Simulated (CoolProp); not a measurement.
Saturation properties of fluoroethane (R161).

The numbers come from the reference Helmholtz-energy equation of state, Wu 2012 in CoolProp.

```
T (K)  p (MPa)  liquid density (kg/m³)  enthalpy of vaporisation (kJ/kg)  vapour Z
-----  -------  ----------------------  --------------------------------  --------
227    0.06710                   829.8                             433.9         ?
231.3  0.08283                   823.8                             429.4    0.9708
235.7   0.1018                   817.6                             424.8    0.9659
240.1   0.1241                   811.3                             420.0    0.9606
244.5   0.1500                   804.8                             415.0    0.9547
248.9        ?                   798.2                             410.0    0.9482
253.2   0.2135                   791.7                             404.9    0.9414
257.6   0.2527                       ?                                 ?    0.9338
262     0.2972                   777.8                             394.0    0.9257
266.4   0.3474                   770.5                                 ?    0.9170
270.7   0.4025                       ?                             382.4    0.9078
275.1   0.4656                   755.6                             376.2    0.8979
279.5   0.5357                   747.7                             369.9         ?
283.9   0.6136                   739.6                             363.2    0.8760
```

Fill in the missing entries.


- 227, vapour Z: 0.9751
- 248.9, p (MPa): 0.1799
- 257.6, liquid density (kg/m³): 784.8
- 257.6, enthalpy of vaporisation (kJ/kg): 399.5
- 266.4, enthalpy of vaporisation (kJ/kg): 388.2
- 270.7, liquid density (kg/m³): 763.3
- 279.5, vapour Z: 0.8873

It boils at 235.6 K under 1 atm.
